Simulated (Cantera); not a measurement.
A closed system holds: 1 mol FeS2, 8.6 mol O2, 1.7 mol N2, held at 677 °C and 1.00 bar.

These are equilibrium values from Cantera (NASA tables, ideal gas, pure condensed phases), not measurements of a reactor. Candidate condensed phases: Fe, FeO, FeS, FeSO4, FeS2, Fe2O3, Fe2(SO4)3, Fe3O4, S; 19 gas species. The numbers say what is thermodynamically allowed, not how fast it happens.

Base state: O2 0.643, N2 0.219, SO3 0.100, SO2 0.0374, NO 1.62e-5 (mole fractions); condensed: Fe2O3(s) + Fe2(SO4)3(s).

Task: What changes in the equilibrium state with this change: 0.84 mol NH3 added?

Result: 
```tsv
species	before	after
O2	0.643	0.485
N2	0.219	0.233
H2O	0	0.138
SO2	0.0374	0.0430
SO3	0.100	0.100
H2SO4	0	0.000105
NO	1.62e-5	1.45e-5
Fe2O3(s), mol	0.190	0.269
Fe2(SO4)3(s), mol	0.310	0.231
```
Further candidate phases: Fe(OH)2, Fe(OH)3, H2O, H2SO4.

Task: What changes in the equilibrium state with this change: pressure from 1.00 bar to 0.133 bar?

Result: 
```csv
species,before,after
O2,0.643,0.592
N2,0.219,0.188
SO2,0.0374,0.114
SO3,0.100,0.107
NO,1.62e-5,1.44e-5
"Fe2O3(s), mol",0.190,0.500
"Fe2(SO4)3(s), mol",0.310,0
```

Task: What changes in the equilibrium state with this change: temperature from 677 °C to 1077 °C?

Result: 
```csv
species,before,after
O2,0.643,0.610
SO2,0.0374,0.197
N2,0.219,0.179
SO3,0.100,0.0135
NO,1.62e-5,0.000440
"Fe2O3(s), mol",0.190,0.500
"Fe2(SO4)3(s), mol",0.310,0
```
